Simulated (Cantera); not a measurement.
A perfectly stirred reactor is fed with NO : N2 = 1 : 0.38 (molar parts), at 100000 Pa; it is held at 2025 K, and followed from long to short residence time.

Cantera simulation using GRI-Mech 3.0 (53 species, 325 reactions); the numbers are that mechanism's predictions, not measurements.

**Question.** What does this change do: temperature 2025 to 1523 K?

**Answer.** 
```
quantity                 before     after
---------------------  --------  --------
x(NO) at τ = 25.0 s      0.0372     0.541
x(N2O) at τ = 25.0 s    1.01e-6   9.90e-5
x(O) at τ = 25.0 s     0.000477   1.71e-6
x(O2) at τ = 25.0 s       0.343    0.0903
x(N2) at τ = 25.0 s       0.619     0.367
x(NO) at τ = 37.0 ms      0.666     0.724
x(N2O) at τ = 37.0 ms  0.000204  0.000103
x(O) at τ = 37.0 ms    0.000169   2.26e-7
x(O2) at τ = 37.0 ms     0.0288   6.54e-5
x(N2) at τ = 37.0 ms      0.304     0.276
```

**Question.** What does this change do: temperature 2025 to 1575 K?

**Answer.** 
```csv
quantity,before,after
x(NO) at τ = 25.0 s,0.0372,0.465
x(N2O) at τ = 25.0 s,1.01e-6,7.59e-5
x(O) at τ = 25.0 s,0.000477,3.93e-6
x(O2) at τ = 25.0 s,0.343,0.128
x(N2) at τ = 25.0 s,0.619,0.405
x(NO) at τ = 37.0 ms,0.666,0.724
x(N2O) at τ = 37.0 ms,0.000204,0.000132
x(O) at τ = 37.0 ms,0.000169,6.18e-7
x(O2) at τ = 37.0 ms,0.0288,0.000221
x(N2) at τ = 37.0 ms,0.304,0.276
```

**Question.** What does this change do: N2 0.38 to 1.3 parts?

**Answer.** 
```csv
quantity,before,after
x(NO) at τ = 25.0 s,0.0372,0.0269
x(N2O) at τ = 25.0 s,1.01e-6,7.30e-7
x(O) at τ = 25.0 s,0.000477,0.000368
x(O2) at τ = 25.0 s,0.343,0.204
x(N2) at τ = 25.0 s,0.619,0.769
x(NO) at τ = 37.0 ms,0.666,0.412
x(N2O) at τ = 37.0 ms,0.000204,7.97e-5
x(O) at τ = 37.0 ms,0.000169,0.000115
x(O2) at τ = 37.0 ms,0.0288,0.0113
x(N2) at τ = 37.0 ms,0.304,0.577
```
